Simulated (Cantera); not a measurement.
What does this Cantera script print?

```python
import numpy as np
import cantera as ct

gas = ct.Solution("gri30.yaml")
gas.TPX = 748, 1200000, {'CO': 1, 'H2': 0.34, 'O2': 1.14, 'N2': 4.27}
inlet = ct.Reservoir(gas, clone=True)
gas.equilibrate("HP")  # start burning
reactor = ct.IdealGasConstPressureReactor(gas, energy="on", clone=False)
exhaust = ct.Reservoir(gas, clone=True)
tau = [0.047, 0.02, 0.0087, 0.0037, 0.0016, 0.0007, 0.0003, 0.00013, 5.6e-05][0]
for a, b in ((inlet, reactor), (reactor, exhaust)):
    ct.MassFlowController(a, b, mdot=lambda t: reactor.mass / tau)
net = ct.ReactorNet([reactor])
show = ['CO', 'H2', 'O2', 'OH', 'NO']

rows = []
print(f"{'tau/s':>10s}{'T/K':>9s}" + "".join(f"{s:>11s}" for s in show))
for tau in [0.047, 0.02, 0.0087, 0.0037, 0.0016, 0.0007, 0.0003, 0.00013, 5.6e-05]:
    net.initial_time = 0.0
    net.advance(30 * tau)
    before = gas.X
    net.advance(40 * tau)
    drift = np.max(np.abs(gas.X - before) / (gas.X + 1e-9))
    rows.append([gas.T, *gas[show].X, drift])
    print(f"{tau:10.3e}{gas.T:9.1f}" + "".join(f"{x:11.3e}" for x in gas[show].X))
```

Output:

```
     tau/s      T/K         CO         H2         O2         OH         NO
 4.700e-02   2258.3  1.641e-03  9.907e-05  7.509e-02  1.961e-03  4.609e-03
 2.000e-02   2260.5  1.795e-03  1.059e-04  7.597e-02  2.023e-03  2.946e-03
 8.700e-03   2260.6  2.096e-03  1.190e-04  7.672e-02  2.117e-03  1.668e-03
 3.700e-03   2256.7  2.729e-03  1.465e-04  7.733e-02  2.286e-03  8.955e-04
 1.600e-03   2246.8  3.954e-03  2.009e-04  7.796e-02  2.579e-03  5.124e-04
 7.000e-04   2228.1  6.144e-03  2.996e-04  7.886e-02  3.029e-03  3.179e-04
 3.000e-04   2195.5  9.921e-03  4.708e-04  8.033e-02  3.632e-03  2.009e-04
 1.300e-04   2144.5  1.584e-02  7.340e-04  8.268e-02  4.264e-03  1.237e-04
 5.600e-05   2066.3  2.506e-02  1.119e-03  8.649e-02  4.739e-03  7.213e-05
```

Cantera simulation using GRI-Mech 3.0 (53 species, 325 reactions); the numbers are that mechanism's predictions, not measurements. The hydrogen kinetics of GRI-Mech 3.0 are dated; newer H2 mechanisms differ, most at raised pressure. The pressure lies above the range GRI-Mech 3.0 was tuned for (to about 10 atm).
